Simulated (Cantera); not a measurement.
Moist CO burnout

An isothermal, constant-pressure homogeneous reactor starts with CO : O2 : H2O : N2 = 0.0082 : 0.017 : 0.0003 : 1 (molar parts), at 1398 K and 100.0 Torr.

Cantera simulation using GRI-Mech 3.0 (53 species, 325 reactions); the numbers are that mechanism's predictions, not measurements.

| t (s) | x CO | x O2 | x H2O | x NO | x H2 | x N2O |
|---|---|---|---|---|---|---|
| 0.000200 | 0.00800 | 0.0166 | 0.000293 | <1e-12 | <1e-12 | <1e-12 |
| 0.000452 | 0.00800 | 0.0166 | 0.000293 | <1e-12 | <1e-12 | <1e-12 |
| 0.00102 | 0.00800 | 0.0166 | 0.000293 | <1e-12 | <1e-12 | <1e-12 |
| 0.00231 | 0.00800 | 0.0166 | 0.000293 | <1e-12 | 6.11e-12 | <1e-12 |
| 0.00521 | 0.00800 | 0.0166 | 0.000293 | <1e-12 | 7.74e-11 | 4.00e-12 |
| 0.0118 | 0.00800 | 0.0166 | 0.000293 | <1e-12 | 1.35e-9 | 3.69e-11 |
| 0.0266 | 0.00796 | 0.0165 | 0.000290 | 5.50e-11 | 1.18e-7 | 2.38e-9 |
| 0.0601 | 0.00476 | 0.0139 | 0.000119 | 2.53e-7 | 7.78e-6 | 1.74e-7 |
| 0.136 | 0.00161 | 0.0124 | 0.000108 | 2.81e-6 | 9.17e-6 | 1.64e-7 |
| 0.307 | 0.000489 | 0.0126 | 0.000231 | 4.53e-6 | 5.42e-6 | 1.86e-7 |
| 0.694 | 0.000108 | 0.0126 | 0.000276 | 5.09e-6 | 1.34e-6 | 2.35e-7 |
| 1.57 | 2.23e-5 | 0.0126 | 0.000287 | 5.31e-6 | 2.86e-7 | 2.19e-7 |
| 3.54 | 4.93e-6 | 0.0126 | 0.000291 | 5.39e-6 | 6.67e-8 | 1.13e-7 |
| 8.00 | 1.29e-6 | 0.0126 | 0.000292 | 5.41e-6 | 1.87e-8 | 3.38e-8 |
x: mole fraction; the columns are a selection and need not sum to one.

Equilibrium at this temperature and pressure: CO 1.87e-7, O2 0.0125, H2O 0.000293, NO 0.000196, H2 3.16e-9, N2O 5.07e-9 (gas phase only).
